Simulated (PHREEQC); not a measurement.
Dissolve 0.77 mol/kgw MgCl2 and 0.88 mol/kgw BaCl2 at 25 °C. It is in equilibrium with CO2 at log p = -3.5 (atm). Otherwise closed; pH follows from the charge balance.

The numbers come from PHREEQC with the Pitzer model, pitzer.dat.

```
Quantity                    Value
-------------------  ------------
pH                           5.19
ionic strength       4.95 mol/kgw
activity of water           0.902
density               1.198 g/cm³
osmotic coefficient         1.157
```

| species | molality | activity | log γ |
|---|---|---|---|
| Cl- | 3.30 | 1.95 | -0.228 |
| Ba+2 | 0.880 | 0.410 | -0.332 |
| Mg+2 | 0.770 | 0.648 | -0.075 |
| CO2 | 8.39e-6 | 1.08e-5 | 0.108 |
| H+ | 3.31e-6 | 6.52e-6 | 0.294 |
| HCO3- | 3.09e-6 | 6.78e-7 | -0.658 |
| MgOH+ | 2.01e-7 | 1.39e-7 | -0.159 |
| OH- | 9.29e-9 | 1.40e-9 | -0.822 |
| CO3-2 | 5.63e-9 | 4.76e-12 | -3.073 |

No solid was allowed to form. In brines, pH and single-ion activities rest on the MacInnes convention.
